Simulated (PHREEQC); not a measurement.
Solution (20 °C): 1.3 mmol/kgw LiCl. Closed to the air; pH follows from the charge balance.

Model: ion-association model, phreeqc.dat, run in PHREEQC.

Precipitation was switched off in this run.

### Question
What specific conductance does the model give?

### Answer
specific conductance 129 µS/cm.

Complexes and solids missing from the database can't appear.
